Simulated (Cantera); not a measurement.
Feed: 1 mol CH3SiCl3, 0.28 mol C2H4, 1.4 mol H2, equilibrated at 2023.15 K and 0.950 bar.

Method: chemical equilibrium by Gibbs-energy minimisation in Cantera with the NASA 1993 tables (ideal gas, pure condensed phases). The feed counts by its element totals alone. The tables' values for SiCl3, SiCl are old estimates; treat these amounts as uncertain. Equilibrium is a limit: real reactors are often held back by kinetics, nucleation or transport.

```
species             before     after
----------------  --------  --------
H2                   0.472     0.822
HCl                  0.454     0.170
SiCl2               0.0607   0.00491
SiCl4              0.00125   8.21e-6
SiCl3              0.00828  0.000191
SiHCl3            0.000533   1.62e-5
SiH2Cl2            4.41e-5   6.20e-6
Cl                0.000957  0.000272
SiCl               6.13e-5   1.75e-5
C(graphite), mol     0.905     0.617
SiC(s), mol          0.650     0.914
```
Gas species are given as mole fractions.

Task: Name the change that produced these shifts.
(A) temperature from 2023.15 K to 1400 K
(B) H2 from 1.4 to 13 mol
(C) temperature from 2023.15 K to 2175 K
(D) pressure from 0.950 bar to 0.610 bar

Result: B, H2 from 1.4 to 13 mol
